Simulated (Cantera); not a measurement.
N2O furnace oxynitridation

An isothermal, constant-pressure homogeneous reactor starts with N2O : H2O = 1 : 0.025 (molar parts), at 1400 K and 1.01 bar.

Detailed kinetics in Cantera: GRI-Mech 3.0 (53 species, 325 reactions). GRI-Mech 3.0 was tuned for natural gas; its chemistry of N2O as a main component is partial and can be far from experiment. The temperature is held fixed by assumption; the heat of reaction is taken as removed at once.

```json
[
 {"t (s)": "2.00e-6", "x N2O": "0.976", "x H2O": "0.0244", "x H2": "<1e-12", "x N2": "1.97e-5", "x HO2": "2.06e-9"},
 {"t (s)": "9.02e-6", "x N2O": "0.975", "x H2O": "0.0244", "x H2": "1.78e-10", "x N2": "0.000113", "x HO2": "1.19e-7"},
 {"t (s)": "4.07e-5", "x N2O": "0.975", "x H2O": "0.0244", "x H2": "1.60e-8", "x N2": "0.000576", "x HO2": "3.10e-6"},
 {"t (s)": "0.000184", "x N2O": "0.971", "x H2O": "0.0243", "x H2": "2.81e-7", "x N2": "0.00271", "x HO2": "1.47e-5"},
 {"t (s)": "0.000829", "x N2O": "0.955", "x H2O": "0.0242", "x H2": "6.20e-7", "x N2": "0.0123", "x HO2": "9.93e-6"},
 {"t (s)": "0.00374", "x N2O": "0.889", "x H2O": "0.0236", "x H2": "3.37e-7", "x N2": "0.0530", "x HO2": "4.83e-6"},
 {"t (s)": "0.0169", "x N2O": "0.661", "x H2O": "0.0218", "x H2": "2.46e-7", "x N2": "0.194", "x HO2": "1.57e-6"},
 {"t (s)": "0.0762", "x N2O": "0.232", "x H2O": "0.0183", "x H2": "1.89e-7", "x N2": "0.461", "x HO2": "4.15e-7"},
 {"t (s)": "0.344", "x N2O": "0.0124", "x H2O": "0.0165", "x H2": "3.81e-8", "x N2": "0.603", "x HO2": "9.48e-8"},
 {"t (s)": "1.55", "x N2O": "2.65e-6", "x H2O": "0.0164", "x H2": "1.39e-8", "x N2": "0.611", "x HO2": "4.59e-8"},
 {"t (s)": "7.00", "x N2O": "2.21e-6", "x H2O": "0.0164", "x H2": "1.39e-8", "x N2": "0.611", "x HO2": "4.60e-8"}
]
```
x: mole fraction; the columns are a selection and need not sum to one.

Equilibrium at this temperature and pressure: N2O 4.83e-8, H2O 0.0164, H2 1.29e-8, N2 0.655, HO2 5.12e-8 (gas phase only).
